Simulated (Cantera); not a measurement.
Feed: 1 mol AlCl3, 2.5 mol NH3, 32 mol H2, at 1350 K and 1330 Pa.

Method: chemical equilibrium by Gibbs-energy minimisation in Cantera with the NASA 1993 tables (ideal gas, pure condensed phases). Candidate condensed phases: Al, AlCl3, AlN, NH4Cl; 20 gas species. The tables' values for AlCl2 are old estimates; treat these amounts as uncertain. The numbers say what is thermodynamically allowed, not how fast it happens.

Base state: H2 0.917, HCl 0.0450, N2 0.0257, AlCl3 0.0106, AlCl2 0.000689, AlCl 0.000653, H 1.98e-5 (mole fractions); condensed: AlN(s).

**Question.** What changes in the equilibrium state with this change: AlCl3 replaced by Al(CH3)3?

**Answer.** 
```json
[
 {"species": "H2", "before": "0.917", "after": "0.982"},
 {"species": "N2", "before": "0.0257", "after": "0.0183"},
 {"species": "CH4", "before": "0", "after": "7.41e-5"},
 {"species": "HCl", "before": "0.0450", "after": "0"},
 {"species": "AlCl3", "before": "0.0106", "after": "0"},
 {"species": "AlCl2", "before": "0.000689", "after": "0"},
 {"species": "AlCl", "before": "0.000653", "after": "0"},
 {"species": "HCN", "before": "0", "after": "4.36e-5"},
 {"species": "H", "before": "1.98e-5", "after": "2.04e-5"},
 {"species": "AlN(s), mol", "before": "0.545", "after": "1.00"},
 {"species": "C(graphite), mol", "before": "0", "after": "3.00"}
]
```
The feed counts by its element totals alone. Further candidate phases: C, C6H6, C7H8, C8H18.

**Question.** What changes in the equilibrium state with this change: temperature from 1350 K to 1950 K?

**Answer.** 
| species | before | after |
|---|---|---|
| H2 | 0.917 | 0.883 |
| HCl | 0.0450 | 0.0499 |
| N2 | 0.0257 | 0.0319 |
| AlCl | 0.000653 | 0.0246 |
| AlCl3 | 0.0106 | 5.35e-5 |
| Al | <1e-9 | 7.80e-5 |
| Cl | 8.08e-7 | 0.000395 |
| H | 1.98e-5 | 0.00933 |
| AlCl2 | 0.000689 | 0.000781 |
| AlN(s), mol | 0.545 | 0 |

**Question.** What changes in the equilibrium state with this change: pressure from 1330 Pa to 133 Pa?

**Answer.** 
```
species        before    after
-----------  --------  -------
H2              0.917    0.913
HCl            0.0450   0.0426
N2             0.0257   0.0279
AlCl         0.000653  0.00595
AlCl3          0.0106  0.00870
H             1.98e-5  6.24e-5
AlCl2        0.000689  0.00188
AlN(s), mol     0.545    0.368
```
